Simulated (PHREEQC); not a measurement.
A made-up water analysis in mg/L, 25 °C, pH 5.81, pe 10.4:

| constituent | mg/L |
|---|---|
| Na | 1.42 |
| K | 2.53 |
| Ca | 0.031 |
| Mg | 0.135 |
| Cl | 1.99 |
| S(6) as SO4 | 1.63 |
| Alkalinity as HCO3 | 3.01 |
| Pb | 0.117 |
| Si as SiO2 | 0.0335 |
| O(0) (dissolved oxygen) | 0.0211 |

Valence states are taken as typed.

All values are PHREEQC results (ion-association model, wateq4f.dat), not measurements.

| quantity | before | after |
|---|---|---|
| CO2 (mol/kgw) | 0.000174 | 0.000150 |
| Pb+2 (mol/kgw) | 5.20e-7 | 5.15e-7 |
| PbHCO3+ (mol/kgw) | 1.98e-8 | 1.95e-8 |
| MgSO4 (mol/kgw) | 1.95e-8 | 3.50e-8 |
| PbCO3 (mol/kgw) | 1.29e-8 | 1.82e-8 |
| KSO4- (mol/kgw) | 7.25e-9 | 1.08e-8 |
| SI of Quartz (SiO2) | -2.27 | -2.61 |
| SI of Pb(OH)2 (Pb(OH)2) | -2.84 | -2.05 |

Question: What was changed between the two runs?
(A) temperature from 25 to 50 °C at the same typed pH
(B) Pb from 0.117 to 0.234 mg/L
(C) pH from 5.81 to 5.51 at the same alkalinity
(D) Cl from 1.99 to 3.98 mg/L

Answer: A, temperature from 25 to 50 °C at the same typed pH

This is a speciation only: nothing precipitates in the calculation. Away from 25 °C the constants follow the database's enthalpies or fits; those with neither stay at their 25 °C values.
